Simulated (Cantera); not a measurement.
Input: 1 mol N2O, 1 mol H2, 47 mol N2, 7.8 mol H2O, equilibrated at 0.590 bar.

These are equilibrium values from Cantera (NASA tables, ideal gas, pure condensed phases), not measurements of a reactor. Candidate condensed phases: H2O; 24 gas species. Kinetics and transport are ignored. All values below are at 2952 °C.

Base state: N2 0.748, H 0.0816, H2 0.0435, H2O 0.0396, O 0.0325, OH 0.0290, NO 0.0141, O2 0.0116 (mole fractions); condensed: gas only.

Task: What changes in the equilibrium state with this change: pressure from 0.590 bar to 0.200 bar?

Result: 
```csv
species,before,after
N2,0.748,0.714
H,0.0816,0.128
O,0.0325,0.0535
H2O,0.0396,0.0186
H2,0.0435,0.0365
OH,0.0290,0.0255
O2,0.0116,0.0106
NO,0.0141,0.0132
N,6.05e-5,0.000102
```
